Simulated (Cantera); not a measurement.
Feed: 1 mol CH3SiH3, 0.02 mol C3H8, 240 mol H2, equilibrated at 75.0 Torr.

Cantera equilibrium calculation (NASA polynomials, part measured and part estimated; ideal gas, pure solids and liquids). Candidate condensed phases: C, C6H6, C7H8, C8H18, Si, SiC; 87 gas species. The feed counts by its element totals alone. Equilibrium is a limit: real reactors are often held back by kinetics, nucleation or transport. All values below are at 1898 K.

Base state: H2 0.997, H 0.00247, C2H2 (acetylene) 0.000114, CH4 3.10e-5 (mole fractions); condensed: SiC(s).

Question: What changes in the equilibrium state with this change: pressure from 75.0 Torr to 5.70 Torr?

Answer: 
```json
[
 {"species": "H2", "before": "0.997", "after": "0.991"},
 {"species": "H", "before": "0.00247", "after": "0.00892"},
 {"species": "C2H2 (acetylene)", "before": "0.000114", "after": "0.000170"},
 {"species": "Si", "before": "8.21e-6", "after": "8.81e-5"},
 {"species": "CH4", "before": "3.10e-5", "after": "2.85e-6"},
 {"species": "SiC(s), mol", "before": "0.996", "after": "0.975"}
]
```
